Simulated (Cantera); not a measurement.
Charge: 1 mol Si, a varied amount of HCl, at 725 K and 13.3 mbar.

Method: chemical equilibrium by Gibbs-energy minimisation in Cantera with the NASA 1993 tables (ideal gas, pure condensed phases). Candidate condensed phases: Si; 19 gas species. Kinetics and transport are ignored.

Which condensed phases are stable at each of these points (n(HCl) (mol)): 2.6, 3.3, 4.1, 5.1, 6.4, 7.9, 9.9, 12?


```json
[
 {"n(HCl) (mol)": "2.6", "condensed phases": "Si(s)", "Si condensed (%)": "33.0"},
 {"n(HCl) (mol)": "3.3", "condensed phases": "Si(s)", "Si condensed (%)": "15.0"},
 {"n(HCl) (mol)": "4.1", "condensed phases": "gas only", "Si condensed (%)": "0.0"},
 {"n(HCl) (mol)": "5.1", "condensed phases": "gas only", "Si condensed (%)": "0.0"},
 {"n(HCl) (mol)": "6.4", "condensed phases": "gas only", "Si condensed (%)": "0.0"},
 {"n(HCl) (mol)": "7.9", "condensed phases": "gas only", "Si condensed (%)": "0.0"},
 {"n(HCl) (mol)": "9.9", "condensed phases": "gas only", "Si condensed (%)": "0.0"},
 {"n(HCl) (mol)": "12", "condensed phases": "gas only", "Si condensed (%)": "0.0"}
]
```

From 2.6 mol HCl to 3.3 mol HCl the condensed part is Si(s). From 4.1 mol HCl to 12 mol HCl nothing is condensed.
